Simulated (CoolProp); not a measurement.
Vapour-liquid equilibrium of R125 (1) + R236EA (2) at 249.5 K; x and y are mole fractions of (1).

Model: multi-fluid Helmholtz-energy mixture model, Lemmon 2005 and Rui 2013; pair parameters Bell 2016, in CoolProp.

**Question.** Give the bubble pressure and the first vapour's composition at x = 0.125, 0.275, 0.35. Is there an azeotrope?

**Answer.** x = 0.125: 0.06077 MPa, y = 0.629; x = 0.275: 0.1014 MPa, y = 0.810; x = 0.35: 0.1211 MPa, y = 0.854. No azeotrope shows between x = 0.05 and 0.95.

Pair parameters are fitted to limited data, so mixtures are less certain than the pure fluids. The gap from Raoult's law changes sign with composition, which may be real or a fault of the pair parameters; it wasn't checked against measurements.
